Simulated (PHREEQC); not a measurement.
## Brine: speciation

A solution holds 0.36 mol Na2SO4 per kg of water, at 38 °C. Closed to the air; pH follows from the charge balance.

Computed with PHREEQC (Pitzer model, pitzer.dat).

```json
{
 "ionic_strength": "1.08 mol/kgw",
 "activity_of_water": "0.986",
 "density": "1.036 g/cm³",
 "osmotic_coefficient": "0.716"
}
```

| species | molality | activity | log γ |
|---|---|---|---|
| Na+ | 0.720 | 0.388 | -0.269 |
| SO4-2 | 0.360 | 0.0338 | -1.027 |
| OH- | 6.64e-7 | 3.89e-7 | -0.233 |
| HSO4- | 5.21e-7 | 3.03e-7 | -0.235 |
| H+ | 1.43e-7 | 6.51e-8 | -0.341 |

Precipitation was switched off in this run. Species that the database lacks are ignored. Constants without temperature data keep their 25 °C values here.
